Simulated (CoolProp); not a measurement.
Saturated liquid density (kg/m³) of c-C4F8 (RC318): the reference equation beside estimates from Tc = 388.4 K, pc = 2.778 MPa, ω = 0.355. Rackett uses Z = 0.29056 − 0.08775 ω.

Values from CoolProp's reference Helmholtz-energy equation of state, Platzer 1990. This equation is an older, rougher fit; its heat capacities, sound speeds and derivatives of the liquid may be far off and weren't checked against measurements.

```tsv
T (K)	reference	Rackett	Redlich-Kwong	Soave-Redlich-Kwong	Peng-Robinson
284	1554	1676	1375	1460	1654
289.9	1531	1651	1350	1435	1627
295.9	1507	1624	1323	1409	1598
301.9	1483	1597	1295	1382	1568
307.9	1458	1569	1267	1354	1536
313.8	1432	1540	1237	1324	1503
319.8	1405	1509	1206	1292	1467
325.8	1377	1478	1174	1258	1428
331.7	1348	1445	1140	1223	1388
337.7	1316	1410	1104	1185	1344
```

Absolute difference from the reference over all 10 rows, mean and median: Rackett 7.5 and 7.6 %, Redlich-Kwong 13.5 and 13.4 %, Soave-Redlich-Kwong 7.6 and 7.3 %, Peng-Robinson 4.8 and 5.2 %.
